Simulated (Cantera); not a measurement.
An isothermal, constant-pressure homogeneous reactor starts with CH4 : H2 : CO2 = 0.015 : 1 : 0.029 (molar parts), at 2950 K and 0.100 bar.

Model: GRI-Mech 3.0 (53 species, 325 reactions), integrated in Cantera.

x: mole fraction; the columns are a selection and need not sum to one.

| t (s) | x CH4 | x H2 | x CO2 | x C2H6 | x H2O2 |
|---|---|---|---|---|---|
| 2.00e-6 | 0.0136 | 0.956 | 0.0277 | [?] | 1.01e-12 |
| 1.03e-5 | 0.0119 | 0.947 | 0.0265 | [?] | 8.38e-12 |
| 5.28e-5 | 0.00651 | 0.905 | 0.0106 | [?] | 3.80e-11 |
| 0.000271 | 0.000612 | 0.866 | 0.000103 | [?] | 5.80e-11 |
| 0.00139 | 5.01e-5 | 0.827 | 7.85e-5 | 9.29e-11 | 3.27e-11 |
| 0.00717 | 4.15e-11 | 0.707 | 6.95e-5 | <1e-12 | 5.66e-11 |
| 0.0368 | 7.06e-12 | 0.618 | 6.57e-5 | <1e-12 | 7.48e-11 |
| 0.189 | 6.92e-12 | 0.617 | 6.56e-5 | <1e-12 | 7.50e-11 |
| 0.973 | 6.92e-12 | 0.617 | 6.56e-5 | <1e-12 | 7.50e-11 |
| 5.00 | 6.92e-12 | 0.617 | 6.56e-5 | <1e-12 | 7.50e-11 |

Question: What belongs in the gaps?

Answer: 
- 2.00e-6, x C2H6: 2.45e-8
- 1.03e-5, x C2H6: 3.28e-7
- 5.28e-5, x C2H6: 5.83e-7
- 0.000271, x C2H6: 9.55e-9
